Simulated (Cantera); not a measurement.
Charge: 1 mol B, 25 mol N₂, held at 2400 K and 35.3 Torr.

Cantera equilibrium calculation (NASA polynomials, part measured and part estimated; ideal gas, pure solids and liquids). Candidate condensed phases: B, BN; 5 gas species. Kinetics and transport are ignored.

Base state: N₂ 1.000, B 0.000430, BN 4.26e-5 (mole fractions); condensed: BN(s).

Q: What changes in the equilibrium state with this change: B replaced by borazine?

A: 
| species | before | after |
|---|---|---|
| N₂ | 1.000 | 0.882 |
| H₂ | 0 | 0.0944 |
| H | 0 | 0.0225 |
| B | 0.000430 | 0.000457 |
| BH₂ | 0 | 0.000189 |
| BH | 0 | 2.05e-5 |
| BN | 4.26e-5 | 4.26e-5 |
| BN(s), mol | 0.988 | 2.98 |
The feed counts by its element totals alone. The tables' values for BH₂ are old estimates; treat these amounts as uncertain.
